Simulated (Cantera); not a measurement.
# Hydrocarbon pyrolysis for carbon deposition

An isothermal, constant-pressure homogeneous reactor starts with C3H8 : H2 = 1 : 1.6 (molar parts), at 1750 K and 0.000470 bar.

Detailed kinetics in Cantera: GRI-Mech 3.0 (53 species, 325 reactions). GRI-Mech 3.0 was tuned for natural gas; its chemistry of propane as a main component is partial and can be far from experiment. GRI-Mech 3.0 stops at C3 and has no aromatics, soot or wall deposition, so with more carbon than oxygen in the feed, carbon stays in small species such as C2H2 where larger ones or solid carbon would form. Radical loss at walls, strong at low pressure, is not modelled.

| t (s) | x C3H8 | x H2 | x C2H2 | x C2H | x C2H4 | x CH2 | x C2H6 |
|---|---|---|---|---|---|---|---|
| 0.000100 | 0.372 | 0.610 | 4.80e-8 | <1e-12 | 0.000708 | 3.45e-7 | 8.73e-5 |
| 0.000353 | 0.334 | 0.595 | 4.51e-6 | 4.36e-11 | 0.00957 | 1.23e-5 | 0.000848 |
| 0.00125 | 0.196 | 0.536 | 0.000679 | 2.51e-8 | 0.0759 | 0.000108 | 0.00425 |
| 0.00440 | 0.00649 | 0.465 | 0.0448 | 7.07e-6 | 0.165 | 0.000143 | 0.00281 |
| 0.0155 | 5.36e-7 | 0.547 | 0.160 | 1.05e-5 | 0.0695 | 4.18e-5 | 0.000320 |
| 0.0548 | 4.98e-8 | 0.594 | 0.210 | 5.97e-6 | 0.0218 | 1.43e-5 | 9.81e-5 |
| 0.193 | 9.72e-9 | 0.625 | 0.231 | 4.14e-6 | 0.00482 | 6.96e-6 | 3.82e-5 |
| 0.682 | 2.42e-9 | 0.657 | 0.243 | 3.70e-6 | 0.00160 | 4.49e-6 | 1.60e-5 |
| 2.41 | 3.61e-10 | 0.693 | 0.256 | 4.11e-6 | 0.000429 | 3.19e-6 | 4.54e-6 |
| 8.50 | 1.53e-11 | 0.720 | 0.264 | 5.93e-6 | 5.21e-5 | 2.21e-6 | 5.08e-7 |
| 30.0 | <1e-12 | 0.726 | 0.267 | 1.44e-5 | 4.95e-6 | 1.21e-6 | 6.47e-9 |
x: mole fraction; the columns are a selection and need not sum to one.

Equilibrium at this temperature and pressure: C3H8 <1e-12, H2 0.724, C2H2 0.267, C2H 2.38e-5, C2H4 3.01e-6, CH2 4.45e-8, C2H6 1.74e-12 (gas phase only).
